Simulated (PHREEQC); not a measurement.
Dissolve 0.0067 mol CsOH and 3.7e-05 mol H4SiO4 per kg of water at 25 °C. Closed to the air; pH follows from the charge balance.

Computed with PHREEQC (ion-association model, wateq4f.dat).

Problem. The ionic strength comes out as 0.00670 mol/kgw. What activity coefficients do H2SiO4-2, OH-, H3SiO4-, Cs+ get?

Solution. H2SiO4-2 0.71, OH- 0.92, H3SiO4- 0.92, Cs+ 0.92.

Precipitation was switched off in this run. Species that the database lacks are ignored.
